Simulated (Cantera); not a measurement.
Cantera run, input and output.

```python
import numpy as np
import cantera as ct

gas = ct.Solution("gri30.yaml")
gas.TPX = 450, 63000, {'C3H8': 1, 'O2': 4.55, 'N2': 50}
inlet = ct.Reservoir(gas, clone=True)
gas.equilibrate("HP")  # start burning
reactor = ct.IdealGasConstPressureReactor(gas, energy="on", clone=False)
exhaust = ct.Reservoir(gas, clone=True)
tau = [0.12, 0.04, 0.013, 0.0042, 0.0014, 0.00046, 0.00015, 4.9e-05, 1.6e-05, 5.3e-06][0]
for a, b in ((inlet, reactor), (reactor, exhaust)):
    ct.MassFlowController(a, b, mdot=lambda t: reactor.mass / tau)
net = ct.ReactorNet([reactor])
show = ['C3H8', 'O2', 'CH2CO', 'HCN', 'C2H4']

rows = []
print(f"{'tau/s':>10s}{'T/K':>9s}" + "".join(f"{s:>11s}" for s in show))
for tau in [0.12, 0.04, 0.013, 0.0042, 0.0014, 0.00046, 0.00015, 4.9e-05, 1.6e-05, 5.3e-06]:
    net.initial_time = 0.0
    net.advance(30 * tau)
    before = gas.X
    net.advance(40 * tau)
    drift = np.max(np.abs(gas.X - before) / (gas.X + 1e-9))
    rows.append([gas.T, *gas[show].X, drift])
    print(f"{tau:10.3e}{gas.T:9.1f}" + "".join(f"{x:11.3e}" for x in gas[show].X))
```

It prints:

```
     tau/s      T/K       C3H8         O2      CH2CO        HCN       C2H4
 1.200e-01   1379.2  5.961e-06  8.064e-04  1.805e-06  9.979e-06  3.629e-05
 4.000e-02   1367.7  9.854e-06  1.398e-03  2.953e-06  8.556e-06  5.359e-05
 1.300e-02    450.0  1.800e-02  8.191e-02  5.020e-18  4.526e-19  8.786e-17
 4.200e-03    450.0  1.800e-02  8.191e-02 -6.501e-20 -5.861e-21 -1.138e-18
 1.400e-03    450.0  1.800e-02  8.191e-02 -3.352e-22 -3.022e-23 -5.866e-21
 4.600e-04    450.0  1.800e-02  8.191e-02 -2.117e-23 -1.909e-24 -3.706e-22
 1.500e-04    450.0  1.800e-02  8.191e-02 -1.337e-24 -1.206e-25 -2.341e-23
 4.900e-05    450.0  1.800e-02  8.191e-02 -8.448e-26 -7.616e-27 -1.478e-24
 1.600e-05    450.0  1.800e-02  8.191e-02 -5.336e-27 -4.811e-28 -9.339e-26
 5.300e-06    450.0  1.800e-02  8.191e-02 -3.371e-28 -3.039e-29 -5.899e-27
```

Detailed kinetics in Cantera: GRI-Mech 3.0 (53 species, 325 reactions). GRI-Mech 3.0 was tuned for natural gas; its chemistry of propane as a main component is partial and can be far from experiment.
